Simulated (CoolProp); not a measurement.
R124 at several states: fugacity coefficient from the reference equation and from simpler models built on Tc = 395.4 K, pc = 3624 kPa, ω = 0.288; each cubic takes its own stable root.

Model: reference Helmholtz-energy equation of state, de Vries 1995, in CoolProp.

| T (K) | p (kPa) | phase | reference | Redlich-Kwong | Soave-Redlich-Kwong | Peng-Robinson |
|---|---|---|---|---|---|---|
| 323.4 | 484 | gas | 0.9083 | 0.9204 | 0.9138 | 0.9082 |
| 275.3 | 134 | gas | 0.9552 | 0.9656 | 0.9614 | 0.9596 |
| 424.6 | 16600 | supercritical | 0.3326 | 0.3412 | 0.3628 | 0.3305 |
